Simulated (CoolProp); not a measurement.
Vapour pressure (MPa) of R21: the reference equation beside estimates from Tc = 452.7 K, pc = 5.289 MPa, ω = 0.206. Clausius-Clapeyron is anchored at 303.8 K with a constant enthalpy of vaporisation of 23.36 kJ/mol.

Values from CoolProp's reference Helmholtz-energy equation of state, Platzer 1990. This equation is an older, rougher fit; its heat capacities, sound speeds and derivatives of the liquid may be far off and weren't checked against measurements.

| T (K) | reference | Lee-Kesler | Clausius-Clapeyron |
|---|---|---|---|
| 281.5 | 0.09933 | 0.09810 | 0.1058 |
| 287.1 | 0.1229 | 0.1216 | 0.1285 |
| 292.6 | 0.1502 | 0.1487 | 0.1544 |
| 298.2 | 0.1825 | 0.1809 | 0.1850 |
| 303.8 | 0.2200 | 0.2184 | 0.2200 |
| 309.3 | 0.2624 | 0.2606 | 0.2594 |
| 314.9 | 0.3116 | 0.3098 | 0.3049 |
| 320.4 | 0.3665 | 0.3647 | 0.3553 |
| 326 | 0.4295 | 0.4278 | 0.4131 |
| 331.5 | 0.4990 | 0.4974 | 0.4766 |
| 337.1 | 0.5782 | 0.5766 | 0.5487 |

Absolute difference from the reference over all 11 rows, mean and median: Lee-Kesler 0.7 and 0.7 %, Clausius-Clapeyron 3.2 and 3.1 %.
